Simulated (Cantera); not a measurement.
Input: 1 mol C, 5.2 mol H2, equilibrated at 1500 K and 0.100 bar.

Cantera equilibrium calculation (NASA polynomials, part measured and part estimated; ideal gas, pure solids and liquids). Candidate condensed phases: C, C6H6, C7H8, C8H18; 76 gas species. Rates play no part.

Base state: H2 1.000, CH4 0.000257, H 5.57e-5 (mole fractions); condensed: C(graphite).

Problem. What changes in the equilibrium state with this change: temperature from 1500 K to 1948.15 K?

Solution. 
```json
[
 {"species": "H2", "before": "1.000", "after": "0.996"},
 {"species": "H", "before": "5.57e-5", "after": "0.00357"},
 {"species": "C2H2 (acetylene)", "before": "9.02e-6", "after": "0.000537"},
 {"species": "CH4", "before": "0.000257", "after": "4.85e-5"},
 {"species": "C(graphite), mol", "before": "0.999", "after": "0.994"}
]
```

Problem. What changes in the equilibrium state with this change: temperature from 1500 K to 1900 K?

Solution. 
| species | before | after |
|---|---|---|
| H2 | 1.000 | 0.997 |
| H | 5.57e-5 | 0.00251 |
| C2H2 (acetylene) | 9.02e-6 | 0.000381 |
| CH4 | 0.000257 | 5.59e-5 |
| C(graphite), mol | 0.999 | 0.996 |
